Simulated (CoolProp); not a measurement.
Computed with CoolProp (reference Helmholtz-energy equation of state, Lemmon and Jacobsen 2000).

Question: For R143a, give the phase and the viscosity (µPa s), Prandtl number at 226.85 °C and 41.8 bar.

Answer: 
- 226.85 °C and 41.8 bar: supercritical; viscosity 20.4, Prandtl number 0.711

Viscosity comes from a separate model (Klein 1997), an estimate that may be off by 10 % or more. Thermal conductivity comes from a separate model (McLinden 2000), an estimate that may be off by 10 % or more.
